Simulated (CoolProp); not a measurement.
Saturation properties of toluene.

The numbers come from the reference Helmholtz-energy equation of state, Lemmon 2006 in CoolProp. It is a short technical equation, of lower accuracy than the large ones.

| T (°C) | p (bar) | liquid density (kg/m³) | vapour density (kg/m³) | liquid cp (kJ/(kg K)) | surface tension (mN/m) | liquid viscosity (µPa s) |
|---|---|---|---|---|---|---|
| 54.75 | 0.1500 | 834.2 | 0.5121 | 1.800 | 24.3 | 399 |
| 61.85 | 0.1994 | 827.4 | 0.6682 | 1.825 | 23.5 | 373 |
| 69.05 | 0.2625 | 820.4 | 0.8634 | 1.850 | 22.6 | 349 |
| 76.15 | 0.3397 | 813.6 | 1.098 | 1.876 | 21.8 | 328 |
| 83.35 | 0.4358 | 806.5 | 1.386 | 1.902 | 21.0 | 308 |
| 90.45 | 0.5508 | 799.5 | 1.724 | 1.928 | 20.2 | 291 |
| 97.65 | 0.6910 | 792.3 | 2.131 | 1.954 | 19.3 | 274 |
| 104.75 | 0.8557 | 785.1 | 2.603 | 1.981 | 18.5 | 260 |
| 111.95 | 1.053 | 777.8 | 3.161 | 2.008 | 17.7 | 246 |
| 119.05 | 1.281 | 770.4 | 3.799 | 2.035 | 17.0 | 234 |
| 126.25 | 1.549 | 762.8 | 4.545 | 2.063 | 16.2 | 222 |
| 133.35 | 1.855 | 755.2 | 5.389 | 2.091 | 15.4 | 212 |

It boils at 110.6 °C under 1 atm.

Viscosity comes from a separate model (Avgeri 2015). Surface tension comes from a separate correlation (Mulero 2012).
